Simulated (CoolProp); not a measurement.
Vapour-liquid equilibrium of toluene (1) + m-xylene (2) at 1.78 MPa; x and y are mole fractions of (1).

Computed with CoolProp (multi-fluid Helmholtz-energy mixture model, Lemmon 2006 and Zhou 2012; pair parameters Bell 2016).

### Question
Give the bubble temperature and the first vapour's composition at x = 0.2, 0.5, 0.95. Is there an azeotrope?

### Answer
x = 0.2: 554.8 K, y = 0.256; x = 0.5: 543.0 K, y = 0.581; x = 0.95: 528.8 K, y = 0.961. No azeotrope shows between x = 0.05 and 0.95.

Pair parameters are fitted to limited data, so mixtures are less certain than the pure fluids.
